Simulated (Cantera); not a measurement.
A closed system holds: 1 mol MgCO3, 0.14 mol H2, 5 mol H2O, equilibrated at 1800 °C and 10000 Pa.

Equilibrium computed with Cantera from the NASA thermochemical tables; the gas is ideal and each condensed phase is pure. Candidate condensed phases: C, C6H6, C7H8, C8H18, H2O, Mg, MgCO3, MgO, Mg(OH)2; 116 gas species. Kinetics and transport are ignored.

Base state: H2O 0.808, CO2 0.145, H2 0.0184, CO 0.0160, OH 0.00564, O2 0.00467, H 0.00113, O 0.000249 (mole fractions); condensed: MgO(s).

What changes in the equilibrium state with this change: temperature from 1800 °C to 727 °C?


```
species       before    after
-----------  -------  -------
H2O            0.808    0.817
CO2            0.145    0.160
H2            0.0184   0.0201
CO            0.0160  0.00274
Mg(OH)2      5.59e-5    <1e-9
OH           0.00564    <1e-9
O2           0.00467    <1e-9
MgO(s), mol    1.000     1.00
```
